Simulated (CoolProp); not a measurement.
A single-stage vapour-compression cycle with the fluid: evaporating at 287.15 K (dew point), condensing at 319.15 K (bubble point), superheat 8 K, subcooling 0 K, compressor efficiency 0.75, no pressure losses. The same conditions are run with several fluids, on thermodynamics alone (safety and materials aside).

The numbers come from the reference Helmholtz-energy equation of state of each fluid (C3F8 (R218): Lemmon 2006; R143a: Lemmon and Jacobsen 2000; R123: Younglove 1994; R1336mzz(Z): McLinden 2020; R22: Kamei 1995; CH2F2 (R32): Tillner-Roth 1997) in CoolProp.

| fluid | cooling COP | pressure ratio | discharge temperature (K) | refrigerating effect (kJ/kg) | volumetric capacity (kJ/m³) |
|---|---|---|---|---|---|
| C3F8 (R218) | 4.50 | 2.31 | 321.6 | [?] | 3000 |
| R143a | 5.02 | [?] | 336.0 | [?] | [?] |
| R123 | 6.02 | 3.15 | 333.8 | 148 | 567 |
| R1336mzz(Z) | [?] | 3.35 | 325.7 | 141 | 453 |
| R22 | 5.52 | 2.31 | 348.4 | 158 | 4910 |
| CH2F2 (R32) | 5.23 | 2.30 | 359.0 | 239 | [?] |

Problem. Complete the blanks.

Solution. 
- C3F8 (R218), refrigerating effect (kJ/kg): 51.4
- R143a, pressure ratio: 2.25
- R143a, refrigerating effect (kJ/kg): 128
- R143a, volumetric capacity (kJ/m³): 5040
- R1336mzz(Z), cooling COP: 5.88
- CH2F2 (R32), volumetric capacity (kJ/m³): 7700
